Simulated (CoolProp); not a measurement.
Ethanol along the isobar 7900 kPa: density (kg/m³) from the reference equation and from simpler models built on Tc = 514.7 K, pc = 6268 kPa, ω = 0.644; each cubic takes its own stable root.

The numbers come from the reference Helmholtz-energy equation of state, Schroeder 2014 in CoolProp.

| T (K) | phase | reference |
|---|---|---|
| 216.2 | liquid | 859.6 |
| 232 | liquid | 846.2 |
| 247.7 | liquid | 833.2 |
| 263.4 | liquid | 820.3 |
| 279.1 | liquid | 807.5 |
| 294.8 | liquid | 794.7 |
| 310.5 | liquid | 781.7 |
| 326.3 | liquid | 768.3 |
| 342 | liquid | 754.5 |
| 357.7 | liquid | 740.1 |
| 373.4 | liquid | 724.7 |

How far does each simpler model (van der Waals, Redlich-Kwong, Soave-Redlich-Kwong, Peng-Robinson) lie from the reference over these 11 states: mean and median of the absolute difference, and the worst?


- van der Waals: mean 45.6 %, median 45.5 %, worst -45.7 % at 216.2 K and 7900 kPa
- Redlich-Kwong: mean 20.7 %, median 20.4 %, worst -22.8 % at 373.4 K and 7900 kPa
- Soave-Redlich-Kwong: mean 15.6 %, median 15.4 %, worst -16.4 % at 216.2 K and 7900 kPa
- Peng-Robinson: mean 5.2 %, median 5.0 %, worst -6.4 % at 216.2 K and 7900 kPa
